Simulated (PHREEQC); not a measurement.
PHREEQC input (ion-association model, wateq4f.dat):

```
SOLUTION_MASTER_SPECIES
  An  An-  0  An  62.0  # stands for a non-complexing anion
SOLUTION_SPECIES
  An- = An-
    -log_k 0
    -gamma 3.0 0
PHASES
  Fix_H+
    H+ = H+
    -log_k 0
SOLUTION 1
  temp 25
  units mmol/kgw
  pH 7 charge
  Na 1
  An 1
END
SELECTED_OUTPUT 1
  -reset false
  -pH true
  -pe true
  -ionic_strength true
  -water true
  -totals Na
  -molalities Hfo_wOH Hfo_wOH2+ Hfo_wO- Hfo_sOH Hfo_sOH2+ Hfo_sO-
USER_PUNCH 1
  -headings sigma psi
  10 PUNCH EDL("sigma", "Hfo"), EDL("psi", "Hfo")
PRINT
  -reset false
USE solution 1
SURFACE 1
  Hfo_wOH 6.51685e-05 600 0.029
  Hfo_sOH 1.62921e-06
EQUILIBRIUM_PHASES 1
  Fix_H+ -3 HAn 10
    -force_equality true
  O2(g) -0.68 10
END
# ... the last block is repeated for the other 16 points of pH, with NaOH or the acid as the point needs
```

Selected output (columns that matter, 17 of 17 rows; pH added in front):

```
pH	mu	Na	m_Hfo_wOH	m_Hfo_wOH2+	m_Hfo_wO-	m_Hfo_sOH	m_Hfo_sOH2+	m_Hfo_sO-	sigma	psi
3	0.002071	0.001	2.0389e-05	4.4565e-05	2.137e-07	5.0974e-07	1.1141e-06	5.3426e-09	0.25211	0.23369
3.38	0.0014511	0.001	3.0442e-05	3.4104e-05	6.2252e-07	7.6106e-07	8.5259e-07	1.5563e-08	0.19031	0.22838
3.75	0.0011974	0.001	3.7596e-05	2.6344e-05	1.2291e-06	9.3989e-07	6.5859e-07	3.0728e-08	0.14276	0.21855
4.12	0.0010882	0.001	4.2452e-05	2.0724e-05	1.9921e-06	1.0613e-06	5.181e-07	4.9804e-08	0.10648	0.20595
4.5	0.0010398	0.001	4.5696e-05	1.6589e-05	2.8835e-06	1.1424e-06	4.1473e-07	7.2088e-08	0.077907	0.19108
4.88	0.0010187	0.001	4.769e-05	1.3666e-05	3.8125e-06	1.1922e-06	3.4165e-07	9.5312e-08	0.05601	0.17467
5.25	0.0010094	0.001	4.8816e-05	1.1678e-05	4.6745e-06	1.2204e-06	2.9196e-07	1.1686e-07	0.039812	0.15742
5.62	0.001005	0.001	4.943e-05	1.0308e-05	5.4302e-06	1.2358e-06	2.577e-07	1.3575e-07	0.027726	0.13907
6	0.0010027	0.001	4.9752e-05	9.3561e-06	6.0607e-06	1.2438e-06	2.339e-07	1.5152e-07	0.018732	0.11924
6.38	0.0010015	0.001	4.9905e-05	8.7214e-06	6.5419e-06	1.2476e-06	2.1803e-07	1.6355e-07	0.012388	0.098646
6.75	0.0010009	0.001	4.9974e-05	8.307e-06	6.8873e-06	1.2494e-06	2.0767e-07	1.7218e-07	0.0080696	0.078045
7.12	0.0010005	0.001	5.0005e-05	8.0233e-06	7.1397e-06	1.2501e-06	2.0058e-07	1.7849e-07	0.0050225	0.057066
7.5	0.0010003	0.001	5.0019e-05	7.8166e-06	7.3326e-06	1.2505e-06	1.9541e-07	1.8331e-07	0.0027512	0.035264
7.88	0.0010007	0.0010006	5.0025e-05	7.6575e-06	7.4864e-06	1.2506e-06	1.9144e-07	1.8716e-07	0.00097257	0.013316
8.25	0.0010019	0.0010019	5.0025e-05	7.52e-06	7.6235e-06	1.2506e-06	1.88e-07	1.9059e-07	-0.00058829	-0.0081063
8.62	0.0010045	0.0010047	5.0021e-05	7.3754e-06	7.7719e-06	1.2505e-06	1.8438e-07	1.943e-07	-0.0022538	-0.029497
9	0.0010108	0.0010112	5.001e-05	7.194e-06	7.9643e-06	1.2503e-06	1.7985e-07	1.9911e-07	-0.0043789	-0.051342
```

Species that the database lacks are ignored. The oxide is taken as insoluble; below pH 4 it would dissolve.
